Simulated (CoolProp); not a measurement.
A closed Brayton cycle with nitrogen: compressor inlet 331.15 K and 2.7 MPa, high pressure 8.56 MPa, turbine inlet 680 K, compressor efficiency 0.8, turbine efficiency 0.85, recuperator effectiveness 0.95 (on enthalpy, no pinch check). Each further row changes one setting.

Model: reference Helmholtz-energy equation of state, Span 2000, in CoolProp.

| case | thermal efficiency (%) | net work (kJ/kg) | compressor to turbine work | compressor exit (K) | turbine exit (K) |
|---|---|---|---|---|---|
| as stated | 1.2 | 2.15 | 0.99 | 493.2 | 521.6 |
| turbine inlet 630 K | -7.2 | -10.8 | 1.1 | 493.2 | 482.0 |
| compressor inlet 341.15 K | -1.8 | -3.14 | 1.0 | 507.8 | 521.6 |
| high pressure 7.28 MPa | 5.5 | 8.76 | 0.94 | 467.2 | 541.2 |
| recuperator effectiveness 0.5 | 1.1 | 2.15 | 0.99 | 493.2 | 521.6 |
